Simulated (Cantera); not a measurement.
**Reactions in the system B-Cl-O**

Source: NASA polynomial tables (part measured, part estimated), evaluated in Cantera. Values are per mole of reaction as written; species without (g) are pure solids or liquids, kept so even where they would boil at 1 bar. The tables' values for BOCl are old estimates.

2 Cl(g) + BOCl(g) = O(g) + BCl₃(g)

```csv
T (K),ΔH° (kJ),ΔS° (J/K),ΔG° (kJ),log10 K
300,-80.1,-116.6,-45.1,7.85
973,-81.8,-120.0,34.9,-1.87
1048,-81.9,-120.1,43.9,-2.19
1123,-82.0,-120.2,52.9,-2.46
1198,-82.1,-120.3,61.9,-2.70
1273,-82.2,-120.3,71.0,-2.91
1348,-82.3,-120.4,80.0,-3.10
1423,-82.4,-120.4,89.0,-3.27
1498,-82.4,-120.5,98.1,-3.42
1573,-82.5,-120.5,107.1,-3.56
1648,-82.6,-120.6,116.1,-3.68
1723,-82.6,-120.6,125.2,-3.80
```

3 B₂O₂(g) = 2 B + 2 B₂O₃(g)

```json
[
 {"T (K)": "300", "ΔH° (kJ)": "-303.9", "ΔS° (J/K)": "-148.7", "ΔG° (kJ)": "-259.3", "log10 K": "45.14"},
 {"T (K)": "973", "ΔH° (kJ)": "-303.5", "ΔS° (J/K)": "-150.7", "ΔG° (kJ)": "-156.9", "log10 K": "8.42"},
 {"T (K)": "1048", "ΔH° (kJ)": "-302.9", "ΔS° (J/K)": "-150.1", "ΔG° (kJ)": "-145.6", "log10 K": "7.26"},
 {"T (K)": "1123", "ΔH° (kJ)": "-302.2", "ΔS° (J/K)": "-149.5", "ΔG° (kJ)": "-134.3", "log10 K": "6.25"},
 {"T (K)": "1198", "ΔH° (kJ)": "-301.5", "ΔS° (J/K)": "-148.9", "ΔG° (kJ)": "-123.2", "log10 K": "5.37"},
 {"T (K)": "1273", "ΔH° (kJ)": "-300.8", "ΔS° (J/K)": "-148.3", "ΔG° (kJ)": "-112.0", "log10 K": "4.60"},
 {"T (K)": "1348", "ΔH° (kJ)": "-300.0", "ΔS° (J/K)": "-147.7", "ΔG° (kJ)": "-100.9", "log10 K": "3.91"},
 {"T (K)": "1423", "ΔH° (kJ)": "-299.2", "ΔS° (J/K)": "-147.1", "ΔG° (kJ)": "-89.8", "log10 K": "3.30"},
 {"T (K)": "1498", "ΔH° (kJ)": "-298.4", "ΔS° (J/K)": "-146.6", "ΔG° (kJ)": "-78.8", "log10 K": "2.75"},
 {"T (K)": "1573", "ΔH° (kJ)": "-297.5", "ΔS° (J/K)": "-146.0", "ΔG° (kJ)": "-67.9", "log10 K": "2.25"},
 {"T (K)": "1648", "ΔH° (kJ)": "-296.6", "ΔS° (J/K)": "-145.4", "ΔG° (kJ)": "-56.9", "log10 K": "1.80"},
 {"T (K)": "1723", "ΔH° (kJ)": "-295.6", "ΔS° (J/K)": "-144.9", "ΔG° (kJ)": "-46.1", "log10 K": "1.40"}
]
```

O(g) + 2 BOCl(g) = 2 Cl(g) + B₂O₃(g)

| T (K) | ΔH° (kJ) | ΔS° (J/K) | ΔG° (kJ) | log10 K |
|---|---|---|---|---|
| 300 | -210.0 | -21.8 | -203.4 | 35.42 |
| 973 | -208.2 | -19.3 | -189.4 | 10.17 |
| 1048 | -207.9 | -19.0 | -188.0 | 9.37 |
| 1123 | -207.6 | -18.8 | -186.6 | 8.68 |
| 1198 | -207.3 | -18.5 | -185.2 | 8.07 |
| 1273 | -207.0 | -18.2 | -183.8 | 7.54 |
| 1348 | -206.7 | -18.0 | -182.4 | 7.07 |
| 1423 | -206.4 | -17.8 | -181.1 | 6.65 |
| 1498 | -206.1 | -17.6 | -179.8 | 6.27 |
| 1573 | -205.7 | -17.4 | -178.5 | 5.93 |
| 1648 | -205.4 | -17.2 | -177.2 | 5.62 |
| 1723 | -205.1 | -17.0 | -175.9 | 5.33 |
